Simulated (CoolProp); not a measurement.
Cyclohexane at 529.48 K and 14.5 MPa is throttled through a valve to 9.74 MPa with no heat exchange. Each further row changes one setting.

Computed with CoolProp (reference Helmholtz-energy equation of state, Zhou 2014).

| case | temperature change (K) | final density (kg/m³) |
|---|---|---|
| as stated | -0.7 | 539 |
| outlet pressure 2.92 MPa | -5.2 | 479 |
| outlet pressure 12.7 MPa | -0.2 | 554 |
